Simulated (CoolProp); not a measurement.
Values from CoolProp's reference Helmholtz-energy equation of state, Thol 2016.

**Question.** For hexamethyldisiloxane (MM), give the phase and the Z, isothermal compressibility (1/MPa), expansivity (1/kK), fugacity coefficient at 42.55 °C and 5.79 bar; 42.55 °C and 17.4 bar.

**Answer.** 
- 42.55 °C and 5.79 bar: liquid; Z 0.0483, isothermal compressibility 0.00247, expansivity 1.44, fugacity coefficient 0.0228
- 42.55 °C and 17.4 bar: liquid; Z 0.145, isothermal compressibility 0.00239, expansivity 1.42, fugacity coefficient 0.00836
